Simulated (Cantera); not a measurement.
A perfectly stirred reactor is fed with 20.4 % C₂H₆, 79.6 % N₂, at 1.01 bar; it is held at 1673 K, and followed from long to short residence time.

Computed with Cantera and GRI-Mech 3.0 (53 species, 325 reactions). GRI-Mech 3.0 stops at C3 and has no aromatics, soot or wall deposition, so with more carbon than oxygen in the feed, carbon stays in small species such as C2H2 where larger ones or solid carbon would form.

x: mole fraction; the columns are a selection and need not sum to one.

```csv
τ (s),x C₂H₆,x HCN,x CH₂,x C₂H,x CH₃
2.9,7.54e-6,1.10e-6,1.61e-8,1.54e-7,7.07e-5
1.4,1.35e-5,7.44e-7,2.17e-8,1.59e-7,9.22e-5
0.65,2.61e-5,5.37e-7,3.12e-8,1.67e-7,0.000126
0.31,5.01e-5,4.21e-7,4.59e-8,1.79e-7,0.000171
0.15,9.43e-5,3.52e-7,6.90e-8,?,0.000231
0.071,0.000178,3.11e-7,1.07e-7,?,0.000313
0.034,0.000326,2.88e-7,1.69e-7,?,0.000419
0.016,0.000596,2.74e-7,2.71e-7,?,0.000563
0.0077,0.00107,2.62e-7,4.31e-7,?,0.000752
0.0037,0.00192,2.48e-7,6.82e-7,?,0.00101
0.0017,0.00361,2.29e-7,1.10e-6,?,0.00139
```

### Question
What belongs in the gaps?

### Answer

- 0.15, x C₂H: 1.98e-7
- 0.071, x C₂H: 2.27e-7
- 0.034, x C₂H: 2.67e-7
- 0.016, x C₂H: 3.20e-7
- 0.0077, x C₂H: 3.82e-7
- 0.0037, x C₂H: 4.50e-7
- 0.0017, x C₂H: 5.21e-7
